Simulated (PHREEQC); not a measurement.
1 kg of water holding 93 mmol/kgw NaCl, 3.4 mmol/kgw MgSO4 and 75 mmol/kgw Na2SO4 is evaporated at 30 °C; the solids stay in contact with the brine. The system is closed to CO2. Solids allowed: Bischofite, Bloedite, Brucite, Epsomite, Halite, Hexahydrite, Kieserite, Mirabilite, Thenardite, MgCl2_4H2O. Others were left out.

The numbers come from PHREEQC with the Pitzer model, pitzer.dat.

| water left (kg) | ionic strength | water activity | Thenardite (mol) | Halite (mol) | Mg in solution (mol/kgw) | Cl in solution (mol/kgw) | Na in solution (mol/kgw) |
|---|---|---|---|---|---|---|---|
| 1 | 0.332 | 0.994 | 0 | 0 | 0.00340 | 0.0930 | 0.243 |
| 0.8219 | 0.403 | 0.992 | 0 | 0 | 0.00414 | 0.113 | 0.296 |
| 0.6755 | 0.491 | 0.991 | 0 | 0 | 0.00503 | 0.138 | 0.360 |
| 0.4563 | 0.727 | 0.987 | 0 | 0 | 0.00745 | 0.204 | 0.533 |
| 0.375 | 0.884 | 0.984 | 0 | 0 | 0.00907 | 0.248 | 0.648 |
| 0.3082 | 1.08 | 0.981 | 0 | 0 | 0.0110 | 0.302 | 0.788 |
| 0.2082 | 1.59 | 0.972 | 0 | 0 | 0.0163 | 0.447 | 1.17 |
| 0.1711 | 1.94 | 0.966 | 0 | 0 | 0.0199 | 0.543 | 1.42 |
| 0.1407 | 2.36 | 0.958 | 0 | 0 | 0.0242 | 0.661 | 1.73 |
| 0.1156 | 2.87 | 0.949 | 0 | 0 | 0.0294 | 0.804 | 2.10 |
| 0.09502 | 3.49 | 0.938 | 0 | 0 | 0.0358 | 0.979 | 2.56 |
| 0.06418 | 5.17 | 0.905 | 0 | 0 | 0.0530 | 1.45 | 3.79 |
| 0.05275 | 6.29 | 0.881 | 0 | 0 | 0.0644 | 1.76 | 4.61 |
| 0.04335 | 7.65 | 0.850 | 0 | 0 | 0.0784 | 2.15 | 5.61 |
| 0.0293 | 7.99 | 0.813 | 0.0325 | 0 | 0.116 | 3.17 | 6.08 |
| 0.02407 | 7.78 | 0.795 | 0.0481 | 0 | 0.141 | 3.86 | 6.10 |
| 0.01979 | 7.71 | 0.770 | 0.0597 | 0 | 0.172 | 4.70 | 6.25 |
| 0.01627 | 7.85 | 0.740 | 0.0672 | 0.00222 | 0.209 | 5.58 | 6.54 |
| 0.01337 | 7.92 | 0.740 | 0.0690 | 0.0185 | 0.254 | 5.57 | 6.46 |
| 0.00903 | 8.12 | 0.738 | 0.0718 | 0.0429 | 0.377 | 5.55 | 6.26 |
| 0.007426 | 8.26 | 0.736 | 0.0728 | 0.0519 | 0.458 | 5.53 | 6.13 |

Thenardite from water left = 0.03564 kg; Halite from water left = 0.01627 kg.
